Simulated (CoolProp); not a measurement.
Ethanol at 298.15 K and 0.00559 MPa is throttled through a valve to 0.00204 MPa with no heat exchange. Each further row changes one setting.

Model: reference Helmholtz-energy equation of state, Schroeder 2014, in CoolProp.

```json
[
 {"case": "as stated", "temperature change (K)": "-0.5", "final density (kg/m³)": "0.0380"},
 {"case": "outlet pressure 0.000612 MPa", "temperature change (K)": "-0.7", "final density (kg/m³)": "0.0114"},
 {"case": "outlet pressure 0.00265 MPa", "temperature change (K)": "-0.4", "final density (kg/m³)": "0.0494"}
]
```
